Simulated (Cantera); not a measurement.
Feed: 1 mol PbO, 12 mol H2, 2 mol N2, at 1848.15 K and 55.0 Pa.

Cantera equilibrium calculation (NASA polynomials, part measured and part estimated; ideal gas, pure solids and liquids). Candidate condensed phases: H2O, Pb, PbO, PbO2, Pb3O4; 27 gas species. The numbers say what is thermodynamically allowed, not how fast it happens.

Base state: H2 0.717, N2 0.132, Pb 0.0660, H2O 0.0659, H 0.0192, OH 0.000130, PbO 1.50e-5 (mole fractions); condensed: gas only.

### Question
What changes in the equilibrium state with this change: temperature from 1848.15 K to 1750 K?

### Answer
| species | before | after |
|---|---|---|
| H2 | 0.717 | 0.726 |
| N2 | 0.132 | 0.133 |
| Pb | 0.0660 | 0.0664 |
| H | 0.0192 | 0.00845 |
| H2O | 0.0659 | 0.0663 |
| OH | 0.000130 | 4.53e-5 |
| PbO | 1.50e-5 | 9.56e-6 |
